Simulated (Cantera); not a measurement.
A perfectly stirred reactor is fed with CH₄ : O₂ : N₂ = 1 : 2.3 : 8.64 (molar parts), equivalence ratio 0.87, at 15.0 bar; it is adiabatic with a 650 K inlet, and is followed from long to short residence time, starting on the burning branch (τ in s: 0.12, 0.058, 0.028, 0.013, 0.0064, 0.0031, 0.0015, 0.00072, 0.00034, 0.00017, 8e-05, 3.8e-05, 1.8e-05).

Computed with Cantera and GRI-Mech 3.0 (53 species, 325 reactions). The pressure lies above the range GRI-Mech 3.0 was tuned for (to about 10 atm).

Task: Predict: blow-out, bracketed by the residence times tried; x(CH₄) at τ = 0.120 s; x(O₂) at τ = 0.120 s; x(CO) at τ = 0.120 s; x(CH₄) at τ = 1.50 ms; x(O₂) at τ = 1.50 ms; x(C₂H₄) at τ = 1.50 ms; x(CO) at τ = 1.50 ms.

Result: 
```
Property                                                                          Result
------------------------------------------------  --------------------------------------
blow-out, bracketed by the residence times tried  burning at 18.0 µs, the shortest tried
x(CH₄) at τ = 0.120 s                                                            2.34e-7
x(O₂) at τ = 0.120 s                                                              0.0232
x(CO) at τ = 0.120 s                                                             0.00218
x(CH₄) at τ = 1.50 ms                                                            1.60e-5
x(O₂) at τ = 1.50 ms                                                              0.0257
x(C₂H₄) at τ = 1.50 ms                                                           4.90e-9
x(CO) at τ = 1.50 ms                                                             0.00308
```
